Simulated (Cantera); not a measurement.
A freely propagating, adiabatic, planar premixed flame of 6.33 % CH4, 1.65 % C2H6, 20.5 % O2, 71.6 % N2, equivalence ratio 0.90, unburnt at 625 K and 0.434 atm; mixture-averaged transport, grid criteria slope 0.08 and curve 0.16, no radiation.

Detailed kinetics in Cantera: GRI-Mech 3.0 (53 species, 325 reactions). Burning velocities carry a grid error of a few per cent, more on coarse grids.

Problem. Predict: laminar burning velocity; thermal thickness; peak x(OH); peak x(CH2O).

Solution. 
| Property | Result |
|---|---|
| laminar burning velocity | 175 cm/s |
| thermal thickness | 0.611 mm |
| peak x(OH) | 0.0126 |
| peak x(CH2O) | 0.00142 |
